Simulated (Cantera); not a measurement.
An isothermal, constant-pressure homogeneous reactor starts with 0.424 % CH₂O, 5.37 % O₂, 94.2 % N₂, at 948 K and 260000 Pa.

Detailed kinetics in Cantera: GRI-Mech 3.0 (53 species, 325 reactions). Below about 1000 K GRI-Mech 3.0 lacks low-temperature oxidation paths.

x: mole fraction; the columns are a selection and need not sum to one.

```tsv
t (s)	x CH₂O	x O₂	x NO	x H₂O	x CO	x N₂O
1.00e-5	0.00424	0.0537	<1e-12	1.33e-11	[?]	<1e-12
2.64e-5	0.00424	0.0537	<1e-12	4.18e-11	[?]	<1e-12
6.97e-5	0.00424	0.0537	<1e-12	1.30e-10	[?]	<1e-12
0.000184	0.00424	0.0537	<1e-12	5.33e-10	[?]	<1e-12
0.000486	0.00424	0.0537	<1e-12	4.34e-9	[?]	<1e-12
0.00128	0.00424	0.0537	<1e-12	6.19e-8	[?]	<1e-12
0.00339	0.00423	0.0537	<1e-12	1.08e-6	[?]	<1e-12
0.00894	0.00416	0.0536	<1e-12	2.12e-5	[?]	7.21e-12
0.0236	0.00345	0.0531	<1e-12	0.000412	[?]	5.45e-11
0.0624	1.99e-5	0.0512	<1e-12	0.00374	[?]	5.28e-10
0.165	1.37e-11	0.0510	<1e-12	0.00418	0.00328	6.58e-9
0.435	<1e-12	0.0510	<1e-12	0.00419	0.00312	1.19e-8
1.15	<1e-12	0.0509	<1e-12	0.00420	0.00290	2.11e-8
3.03	<1e-12	0.0506	<1e-12	0.00422	[?]	4.18e-8
8.00	<1e-12	0.0503	2.78e-12	0.00423	[?]	8.41e-8
```

Q: What belongs in the gaps?

A: 
- 1.00e-5, x CO: 4.68e-9
- 2.64e-5, x CO: 1.27e-8
- 6.97e-5, x CO: 3.52e-8
- 0.000184, x CO: 1.05e-7
- 0.000486, x CO: 3.63e-7
- 0.00128, x CO: 1.59e-6
- 0.00339, x CO: 9.43e-6
- 0.00894, x CO: 7.79e-5
- 0.0236, x CO: 0.000785
- 0.0624, x CO: 0.00392
- 3.03, x CO: 0.00248
- 8.00, x CO: 0.00177
